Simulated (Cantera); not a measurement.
What does this Cantera script print?

```python
import numpy as np
import cantera as ct

gas = ct.Solution("gri30.yaml")
gas.TPX = 1723, 1500000, {'C3H8': 1, 'O2': 7.04, 'N2': 26.5, 'H2O': 4.7}
reactor = ct.IdealGasReactor(gas, energy="on", clone=False)
net = ct.ReactorNet([reactor])
net.rtol, net.atol = 1e-08, 1e-16
show = ['C3H8', 'O2', 'H2O', 'OH', 'O']
times = np.geomspace(7e-06, 0.3, 16)

steps = ct.SolutionArray(gas, extra=["t"])
rows = []
print(f"{'t/s':>10s}{'T/K':>9s}{'P/Pa':>11s}" + "".join(f"{s:>11s}" for s in show))
for t in times:
    while net.time < t:
        t_next = net.step()
        steps.append(gas.state, t=t_next)
    rows.append([np.interp(t, steps.t, y) for y in (steps.T, steps.P, *steps(*show).X.T)])
    print(f"{t:10.3e}{rows[-1][0]:9.1f}{rows[-1][1]:11.4g}" + "".join(f"{x:11.3e}" for x in rows[-1][2:]))
rate = np.gradient(steps.T, steps.t)
print("integrator steps:", len(steps.t))
if steps.T.max() > steps.T[0] + 200:
    print(f"time of steepest temperature rise: {steps.t[rate.argmax()]:.4e} s")
gas.TPX = 1723, 1500000, {'C3H8': 1, 'O2': 7.04, 'N2': 26.5, 'H2O': 4.7}
gas.equilibrate("UV")
print(f"equilibrium (UV): T = {gas.T:.1f} K  " + "  ".join(f"{s} {gas[s].X[0]:.3e}" for s in show))
```

It prints:

```
       t/s      T/K       P/Pa       C3H8         O2        H2O         OH          O
 7.000e-06   2947.7  2.682e+06  2.017e-40  5.256e-02  1.946e-01  2.055e-02  4.204e-03
 1.425e-05   2945.6   2.68e+06  8.326e-41  5.191e-02  1.947e-01  2.040e-02  4.145e-03
 2.902e-05   2941.4  2.675e+06  8.324e-41  5.072e-02  1.949e-01  2.011e-02  4.041e-03
 5.909e-05   2934.7  2.669e+06  8.322e-41  4.882e-02  1.953e-01  1.965e-02  3.875e-03
 1.203e-04   2926.5   2.66e+06  8.332e-41  4.654e-02  1.956e-01  1.909e-02  3.680e-03
 2.450e-04   2921.0  2.655e+06  8.350e-41  4.502e-02  1.959e-01  1.872e-02  3.551e-03
 4.988e-04   2919.7  2.653e+06  8.356e-41  4.467e-02  1.960e-01  1.863e-02  3.521e-03
 1.016e-03   2919.7  2.653e+06  8.356e-41  4.465e-02  1.960e-01  1.863e-02  3.520e-03
 2.068e-03   2919.7  2.653e+06  8.356e-41  4.465e-02  1.960e-01  1.863e-02  3.520e-03
 4.210e-03   2919.7  2.653e+06  8.356e-41  4.465e-02  1.960e-01  1.863e-02  3.520e-03
 8.573e-03   2919.7  2.653e+06  8.356e-41  4.465e-02  1.960e-01  1.863e-02  3.520e-03
 1.745e-02   2919.7  2.653e+06  8.356e-41  4.465e-02  1.960e-01  1.863e-02  3.520e-03
 3.554e-02   2919.7  2.653e+06  8.356e-41  4.465e-02  1.960e-01  1.863e-02  3.520e-03
 7.236e-02   2919.7  2.653e+06  8.356e-41  4.465e-02  1.960e-01  1.863e-02  3.520e-03
 1.473e-01   2919.7  2.653e+06  8.356e-41  4.465e-02  1.960e-01  1.863e-02  3.520e-03
 3.000e-01   2919.7  2.653e+06  8.356e-41  4.465e-02  1.960e-01  1.863e-02  3.520e-03
integrator steps: 1630
time of steepest temperature rise: 2.4659e-06 s
equilibrium (UV): T = 2919.7 K  C3H8 1.378e-40  O2 4.465e-02  H2O 1.960e-01  OH 1.863e-02  O 3.520e-03
```

Cantera simulation using GRI-Mech 3.0 (53 species, 325 reactions); the numbers are that mechanism's predictions, not measurements. GRI-Mech 3.0 was tuned for natural gas; its chemistry of propane as a main component is partial and can be far from experiment. The pressure lies above the range GRI-Mech 3.0 was tuned for (to about 10 atm).
